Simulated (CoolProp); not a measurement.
CH2F2 (R32) along the isobar 1.24 MPa: fugacity coefficient from the reference equation and from simpler models built on Tc = 351.3 K, pc = 5.783 MPa, ω = 0.277; each cubic takes its own stable root.

The numbers come from the reference Helmholtz-energy equation of state, Tillner-Roth 1997 in CoolProp.

```json
[
 {"T (K)": "217.2", "phase": "liquid", "reference": "0.06478", "Redlich-Kwong": "0.1298", "Soave-Redlich-Kwong": "0.06431"},
 {"T (K)": "243.4", "phase": "liquid", "reference": "0.2110", "Redlich-Kwong": "0.3540", "Soave-Redlich-Kwong": "0.2170"},
 {"T (K)": "269.7", "phase": "liquid", "reference": "0.5173", "Redlich-Kwong": "0.7443", "Soave-Redlich-Kwong": "0.5431"},
 {"T (K)": "295.9", "phase": "gas", "reference": "0.8481", "Redlich-Kwong": "0.8827", "Soave-Redlich-Kwong": "0.8743"},
 {"T (K)": "322.2", "phase": "gas", "reference": "0.8888", "Redlich-Kwong": "0.9077", "Soave-Redlich-Kwong": "0.9040"},
 {"T (K)": "348.5", "phase": "gas", "reference": "0.9160", "Redlich-Kwong": "0.9262", "Soave-Redlich-Kwong": "0.9259"},
 {"T (K)": "374.7", "phase": "gas", "reference": "0.9352", "Redlich-Kwong": "0.9402", "Soave-Redlich-Kwong": "0.9424"},
 {"T (K)": "401", "phase": "gas", "reference": "0.9493", "Redlich-Kwong": "0.9511", "Soave-Redlich-Kwong": "0.9550"},
 {"T (K)": "427.2", "phase": "gas", "reference": "0.9598", "Redlich-Kwong": "0.9596", "Soave-Redlich-Kwong": "0.9648"}
]
```
